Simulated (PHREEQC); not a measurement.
A solution holds 0.0027 mol ZnSO4, 0.00074 mol NaCl, 3.5e-05 mol MnSO4 and 0.0051 mol MgBr2 per kg of water, at 25 °C. Closed to the air; pH follows from the charge balance.

Computed with PHREEQC (ion-association model, wateq4f.dat).

```
Quantity                 Value
--------------  --------------
pH                        5.92
ionic strength  0.0232 mol/kgw
```

| species | molality | activity | log γ |
|---|---|---|---|
| Br- | 0.0102 | 0.00880 | -0.064 |
| Mg+2 | 0.00449 | 0.00259 | -0.239 |
| Zn+2 | 0.00237 | 0.00136 | -0.239 |
| SO4-2 | 0.00179 | 0.00101 | -0.250 |
| Cl- | 0.000737 | 0.000634 | -0.066 |
| Na+ | 0.000736 | 0.000637 | -0.063 |
| MgSO4 | 0.000608 | 0.000612 | 0.002 |
| ZnSO4 | 0.000321 | 0.000322 | 0.002 |
| Mn+2 | 3.17e-5 | 1.83e-5 | -0.239 |

This is a speciation only: nothing precipitates in the calculation.
